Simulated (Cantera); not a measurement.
Charge: 1 mol SiH4, 1.9 mol NO, 3.5 mol N2, held at 327 °C and 1.00 bar.

Cantera equilibrium calculation (NASA polynomials, part measured and part estimated; ideal gas, pure solids and liquids). Candidate condensed phases: H2O, Si, SiO2, Si2N2O, Si3N4; 35 gas species. The numbers say what is thermodynamically allowed, not how fast it happens.

Base state: N2 0.689, H2 0.305, NH3 0.00581 (mole fractions); condensed: SiO2(α-quartz) + Si2N2O(s).

Question: What changes in the equilibrium state with this change: temperature from 327 °C to 1752 °C?

Answer: 
```json
[
 {"species": "N2", "before": "0.689", "after": "0.678"},
 {"species": "H2", "before": "0.305", "after": "0.302"},
 {"species": "SiO", "before": "<1e-9", "after": "0.0171"},
 {"species": "NH3", "before": "0.00581", "after": "2.64e-6"},
 {"species": "H", "before": "<1e-9", "after": "0.00106"},
 {"species": "H2O", "before": "1.14e-6", "after": "0.00187"},
 {"species": "SiO2(α-quartz), mol", "before": "0.933", "after": "0"},
 {"species": "Si2N2O(s), mol", "before": "0.0333", "after": "0"},
 {"species": "SiO2(l), mol", "before": "0", "after": "0.888"}
]
```
The tables hold silica as quartz up to 1696 K and as liquid above; real silica turns to tridymite and cristobalite and melts near 1996 K.

Question: What changes in the equilibrium state with this change: SiH4 replaced by SiF4?

Answer: 
```json
[
 {"species": "N2", "before": "0.689", "after": "0.695"},
 {"species": "SiF4", "before": "0", "after": "0.156"},
 {"species": "O2", "before": "<1e-9", "after": "0.148"},
 {"species": "H2", "before": "0.305", "after": "0"},
 {"species": "NH3", "before": "0.00581", "after": "0"},
 {"species": "SiO2(α-quartz), mol", "before": "0.933", "after": "0"},
 {"species": "Si2N2O(s), mol", "before": "0.0333", "after": "0"}
]
```
